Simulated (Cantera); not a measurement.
Charge: 1 mol Fe3O4, 1.7 mol C, 2.3 mol CO, held at 10.0 Torr.

These are equilibrium values from Cantera (NASA tables, ideal gas, pure condensed phases), not measurements of a reactor. Candidate condensed phases: C, Fe, Fe(CO)5, FeO, Fe2O3, Fe3O4; 15 gas species. Each liquid is taken as pure. Mutual solubility and eutectic melting of coexisting phases are not modelled. The tables' stoichiometric FeO is somewhat more stable than real wüstite, so its field is too wide. FeO: taken at fixed stoichiometry. Equilibrium is a limit: real reactors are often held back by kinetics, nucleation or transport.

Question: At 1702 °C, list the 4 most abundant gas species with their mole fractions, and the condensed phases.

Answer: CO 0.887, CO2 0.0924, Fe 0.0206, FeO 0.000181. Condensed: Fe(l) + FeO(l).
